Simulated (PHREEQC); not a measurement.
Solution (80 °C): 3.6 mol H2SO4 and 1.1 mol KCl per kg of water. Closed to the air; pH follows from the charge balance.

Equilibrium calculation in PHREEQC: Pitzer model, pitzer.dat.

Each row changes one thing in this solution. Precipitation was switched off in this run.

```
case                             pH  ionic strength (mol/kgw)  SI of Sylvite (KCl)
----------------------------  -----  ------------------------  -------------------
as made                       -1.34                      4.91                -1.59
temperature from 80 to 25 °C  -1.50                      5.25                -1.05
diluted 5-fold with water      0.16                      1.04                -3.05
H2SO4 left out                 6.26                      1.10                -1.65
diluted 2-fold with water     -0.49                      2.57                -2.27
diluted 10-fold with water     0.52                     0.519                -3.60
temperature from 80 to 60 °C  -1.39                      4.99                -1.44
temperature from 80 to 90 °C  -1.31                      4.87                -1.66
```

Complexes and solids missing from the database can't appear. In brines, pH and single-ion activities rest on the MacInnes convention. Constants without temperature data keep their 25 °C values here.
